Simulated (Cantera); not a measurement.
Thermodynamics of carbon deposition, reforming and gasification, feed C2H5OH + H2 + N2

A closed system holds: 1 mol C2H5OH, 9 mol H2, 20 mol N2, held at 0.000480 bar.

Method: chemical equilibrium by Gibbs-energy minimisation in Cantera with the NASA 1993 tables (ideal gas, pure condensed phases). Candidate condensed phases: C, C6H6, C7H8, C8H18, H2O; 136 gas species. Rates play no part.

```json
[
 {"T (K)": "1298", "x N2": "0.606", "x H2": "0.364", "x H": "2.95e-5", "x CO": "0.0303", "x HCN": "9.54e-5", "n C(graphite)": "0.997"},
 {"T (K)": "1398", "x N2": "0.606", "x H2": "0.363", "x H": "0.000130", "x CO": "0.0303", "x HCN": "0.000229", "n C(graphite)": "0.992"},
 {"T (K)": "1498", "x N2": "0.606", "x H2": "0.363", "x H": "0.000473", "x CO": "0.0303", "x HCN": "0.000489", "n C(graphite)": "0.983"},
 {"T (K)": "1598", "x N2": "0.605", "x H2": "0.362", "x H": "0.00146", "x CO": "0.0303", "x HCN": "0.000946", "n C(graphite)": "0.967"},
 {"T (K)": "1698", "x N2": "0.604", "x H2": "0.360", "x H": "0.00396", "x CO": "0.0302", "x HCN": "0.00169", "n C(graphite)": "0.941"},
 {"T (K)": "1798", "x N2": "0.602", "x H2": "0.356", "x H": "0.00958", "x CO": "0.0302", "x HCN": "0.00281", "n C(graphite)": "0.899"},
 {"T (K)": "1898", "x N2": "0.597", "x H2": "0.347", "x H": "0.0210", "x CO": "0.0300", "x HCN": "0.00440", "n C(graphite)": "0.838"},
 {"T (K)": "1998", "x N2": "0.590", "x H2": "0.331", "x H": "0.0421", "x CO": "0.0297", "x HCN": "0.00647", "n C(graphite)": "0.752"},
 {"T (K)": "2098", "x N2": "0.578", "x H2": "0.305", "x H": "0.0776", "x CO": "0.0291", "x HCN": "0.00895", "n C(graphite)": "0.639"},
 {"T (K)": "2198", "x N2": "0.560", "x H2": "0.267", "x H": "0.131", "x CO": "0.0283", "x HCN": "0.0116", "n C(graphite)": "0.502"},
 {"T (K)": "2298", "x N2": "0.536", "x H2": "0.216", "x H": "0.203", "x CO": "0.0272", "x HCN": "0.0139", "n C(graphite)": "0.345"}
]
```
x: gas mole fraction; n: condensed amount in mol.

From 1298 K to 2298 K the condensed part is C(graphite). The main C-bearing gas is CO throughout. The share of C in condensed phases is highest at 1298 K (49.8 %) and lowest at 2298 K (17.3 %).
